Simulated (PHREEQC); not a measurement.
Dissolve 160 mmol/kgw NH3, 2.5 mmol/kgw Na2SiO3 and 0.42 mmol/kgw (CH3)4NCl at 25 °C. Closed to the air; pH follows from the charge balance.

The numbers come from PHREEQC with the ion-association model, phreeqc.dat.

Each row changes one thing in this solution. Precipitation was switched off in this run.

```csv
case,pH,ionic strength (mol/kgw),NH4+ (mol/kgw),SI of Halite (NaCl)
as made,11.50,0.00646,0.000972,-7.32
diluted 2-fold with water,11.28,___,0.000781,-7.91
Na2SiO3 replaced by NaAlO2 at the same molality,11.22,___,0.00181,___
temperature from 25 to 90 °C,9.93,0.00632,___,-7.37
(CH3)4NCl from 0.00042 to 0.00021 mol/kgw,11.50,0.00624,0.000970,___
NH3 replaced by NH4F at the same molality,7.92,0.160,0.155,-7.52
```

Q: Some entries are withheld; supply them.

A: 
- diluted 2-fold with water, ionic strength (mol/kgw): 0.00351
- Na2SiO3 replaced by NaAlO2 at the same molality, ionic strength (mol/kgw): 0.00473
- Na2SiO3 replaced by NaAlO2 at the same molality, SI of Halite (NaCl): -7.61
- temperature from 25 to 90 °C, NH4+ (mol/kgw): 0.000869
- (CH3)4NCl from 0.00042 to 0.00021 mol/kgw, SI of Halite (NaCl): -7.62

Some of these states are supersaturated (in Gibbsite (slow to form), SiO2(a), Quartz (slow to form), for instance). (CH3)4N+ isn't in the database: it is added as a free cation with an ion size of 4 Å. At this temperature some constants are extrapolated from 25 °C, and those without enthalpy data are left unchanged. SiF6-2 is the database's only silicon fluoride.
